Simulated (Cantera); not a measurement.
Feed: 1 mol B₂O₃, 2.9 mol HCl, 0.98 mol O₂, 9.2 mol BCl₃, at 750 Torr.

These are equilibrium values from Cantera (NASA tables, ideal gas, pure condensed phases), not measurements of a reactor. Candidate condensed phases: B, B₂O₃, B₃O₃H₃, H₂O; 33 gas species. Equilibrium is a limit: real reactors are often held back by kinetics, nucleation or transport.

Problem. At 750 K, list the 4 most abundant gas species with their mole fractions, and the condensed phases.

Solution. BCl₃ 0.562, HCl 0.227, Cl₂ 0.154, B₃O₃Cl₃ 0.0573. Condensed: B₂O₃(l).
